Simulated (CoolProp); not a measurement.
R142b along the isobar 1.18 MPa: Z from the reference equation and from simpler models built on Tc = 410.3 K, pc = 4.055 MPa, ω = 0.232; each cubic takes its own stable root.

Model: reference Helmholtz-energy equation of state, Lemmon 2006, in CoolProp. It is a short technical equation, of lower accuracy than the large ones.

| T (K) | phase | reference | Redlich-Kwong | Soave-Redlich-Kwong | Peng-Robinson |
|---|---|---|---|---|---|
| 218.3 | liquid | ? | 0.05723 | 0.05610 | 0.04982 |
| 243.5 | liquid | ? | 0.05359 | 0.05225 | 0.04632 |
| 268.6 | liquid | 0.04482 | 0.05113 | ? | 0.04387 |
| 293.8 | liquid | 0.04315 | 0.04973 | 0.04795 | 0.04235 |
| 319 | liquid | 0.04223 | 0.04952 | 0.04746 | 0.04185 |
| 344.1 | liquid | 0.04226 | 0.8083 | 0.04855 | 0.04277 |
| 369.3 | gas | 0.8361 | 0.8497 | 0.8426 | 0.8307 |
| 394.5 | gas | 0.8743 | 0.8792 | 0.8770 | 0.8658 |
| 419.7 | gas | 0.9007 | 0.9012 | 0.9023 | 0.8918 |
| 444.8 | gas | 0.9200 | 0.9180 | 0.9215 | 0.9116 |
| 470 | gas | 0.9347 | 0.9313 | 0.9365 | 0.9272 |

Task: Complete the blanks.

Result: 
- 218.3, reference: 0.05050
- 243.5, reference: 0.04722
- 268.6, Soave-Redlich-Kwong: 0.04958

At some of these states Redlich-Kwong gives the other phase, because its saturation line lies elsewhere.
